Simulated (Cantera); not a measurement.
An adiabatic, constant-pressure homogeneous reactor starts with CH₄ : C₂H₆ : C₃H₈ : O₂ : N₂ = 1 : 0.057 : 0.12 : 3.37 : 12.7 (molar parts), equivalence ratio 0.83, at 1525 K and 3080 Torr. Integrator tolerance rtol = 1e-08.

Model: GRI-Mech 3.0 (53 species, 325 reactions), integrated in Cantera.

| quantity | before | after |
|---|---|---|
| time of steepest temperature rise | 54.1 µs | 31.8 µs |
| temperature at 3.00 s | 2775 K | 2825 K |
| equilibrium temperature | 2775 K | 2825 K |
| x(CH₄) at 3.00 s | <1e-12 (gas-phase equilibrium <1e-12) | <1e-12 (gas-phase equilibrium <1e-12) |
| x(C₂H₆) at 3.00 s | <1e-12 (gas-phase equilibrium <1e-12) | <1e-12 (gas-phase equilibrium <1e-12) |
| x(C₃H₈) at 3.00 s | <1e-12 (gas-phase equilibrium <1e-12) | <1e-12 (gas-phase equilibrium <1e-12) |
| x(CO) at 3.00 s | 0.0222 (gas-phase equilibrium 0.0222) | 0.0190 (gas-phase equilibrium 0.0190) |
| x(CH₂) at 3.00 s | <1e-12 (gas-phase equilibrium <1e-12) | <1e-12 (gas-phase equilibrium <1e-12) |
| x(HCO) at 3.00 s | 2.79e-8 (gas-phase equilibrium 2.79e-8) | 3.79e-8 (gas-phase equilibrium 3.79e-8) |
| x(H₂O₂) at 3.00 s | 5.96e-7 (gas-phase equilibrium 5.96e-7) | 1.01e-6 (gas-phase equilibrium 1.01e-6) |

Problem. What was changed between the two runs?
A) O2 3.37 to 1.9 parts
B) pressure from 3080 Torr to 7500 Torr
C) constant volume in place of constant pressure
D) C3H8 0.12 to 0.28 parts

Solution. B, pressure from 3080 Torr to 7500 Torr
